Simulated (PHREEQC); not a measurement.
Make-up at 25 °C: 0.065 mol/kgw HF, 0.0026 mol/kgw CsF, 0.0036 mol/kgw (NH4)2SiF6 and 0.0014 mol/kgw HCl. Closed to the air; pH follows from the charge balance.

All values are PHREEQC results (ion-association model, wateq4f.dat), not measurements.

Precipitation was switched off in this run.

Problem. Order these F species by the share of F that they hold, largest first: F-, H2F2, HF2-, SiF6-2, HF.

Solution. HF (53 %), SiF6-2 (24 %), H2F2 (13 %), F- (7.2 %), HF2- (2.6 %)

The pH is 2.25 and the ionic strength 0.0198 mol/kgw. Species that the database lacks are ignored. wateq4f.dat counts part of the HF as a dimer, H2F2, which phreeqc.dat doesn't know; its constant is uncertain. SiF6-2 is the database's only silicon fluoride.
